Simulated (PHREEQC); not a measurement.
A PHREEQC input (ion-association model, phreeqc.dat):

```
SOLUTION 1
  temp 65
  units mg/kgw
  pH 6.02
  pe 12.8
  Na 0.0595
  K 0.00309
  Ca 0.255
  Mg 0.0181
  Cl 0.408
  S(6) 0.12 as S
  Alkalinity 0.167 as HCO3
  Ba 0.000414
  Li 6.67e-05
END
USE solution 1
EQUILIBRIUM_PHASES 1
  Quartz 0 0.5
  CO2(g) -2.5 10
END
```

The run finishes with these warnings:
```
WARNING: Maximum iterations exceeded, 100
WARNING: Numerical method failed with this set of convergence parameters.
WARNING: Trying smaller step size, pe step size 10, 5 ...
```

Its last state differs from that of the intended input:

| quantity | as run | intended |
|---|---|---|
| ionic strength (mol/kgw) | 3.37e-5 | 2.87e-5 |
| CaSO4 (mol/kgw) | 5.18e-9 | 1.74e-9 |
| HSO4- (mol/kgw) | 3.37e-9 | 1.13e-9 |
| MgSO4 (mol/kgw) | 1.52e-9 | 5.11e-10 |
| NaSO4- (mol/kgw) | 5.88e-11 | 1.97e-11 |

The fault: sulfate typed 'as S' though the number is for SO4. The line should read `as SO4` where the input has `as S`.
